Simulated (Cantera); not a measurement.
A closed system holds: 1 mol Al, 0.21 mol NH3, 5 mol H2, held at 0.140 bar.

These are equilibrium values from Cantera (NASA tables, ideal gas, pure condensed phases), not measurements of a reactor. Candidate condensed phases: Al, AlN; 13 gas species. Mutual solubility and eutectic melting of coexisting phases are not modelled. Equilibrium is a limit: real reactors are often held back by kinetics, nucleation or transport.

x: gas mole fraction; n: condensed amount in mol.

```
T (K)   x H2      x Al     x AlH       x H  x Al2  n Al(l)  n AlN(s)
-----  -----  --------  --------  --------  -----  -------  --------
1625   0.999  0.000628  0.000181  0.000188    [?]    0.786     0.210
1675   0.998   0.00124  0.000303  0.000310    [?]    0.782     0.210
1725   0.997   0.00234  0.000491  0.000496    [?]    0.775     0.210
1775   0.994   0.00425  0.000774  0.000771    [?]    0.763     0.210
1825   0.990   0.00749   0.00119   0.00117    [?]    0.743     0.210
1875   0.984    0.0128   0.00178   0.00174    [?]    0.711     0.210
1925   0.974    0.0212   0.00260   0.00252    [?]    0.660     0.210
1975   0.958    0.0342   0.00371   0.00358    [?]    0.580     0.209
```

**Question.** Some entries are withheld; supply them.

**Answer.** 
- 1625, x Al2: 1.86e-7
- 1675, x Al2: 4.92e-7
- 1725, x Al2: 1.23e-6
- 1775, x Al2: 2.89e-6
- 1825, x Al2: 6.51e-6
- 1875, x Al2: 1.40e-5
- 1925, x Al2: 2.88e-5
- 1975, x Al2: 5.71e-5
